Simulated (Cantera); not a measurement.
**Thermodynamics of silicon nitride deposition, feed SiH₂Cl₂ + N₂**

Input: 1 mol SiH₂Cl₂, 2.3 mol N₂, at 1575 °C and 0.000320 bar.

Method: chemical equilibrium by Gibbs-energy minimisation in Cantera with the NASA 1993 tables (ideal gas, pure condensed phases). Candidate condensed phases: NH₄Cl, Si, Si₃N₄; 28 gas species. The tables' values for SiCl, SiCl₃, SiN are old estimates; treat these amounts as uncertain. Kinetics and transport are ignored.

```json
{
 "x(N₂)": "0.518",
 "x(SiCl₂)": "0.169",
 "x(H₂)": "0.169",
 "x(HCl)": "0.0995",
 "x(Si)": "0.0196",
 "x(H)": "0.0122",
 "x(SiCl)": "0.00557",
 "x(Cl)": "0.00546",
 "x(SiCl₃)": "0.000301",
 "n(Si(l))": "0.130 mol",
 "gas_amount": "4.440 mol"
}
```
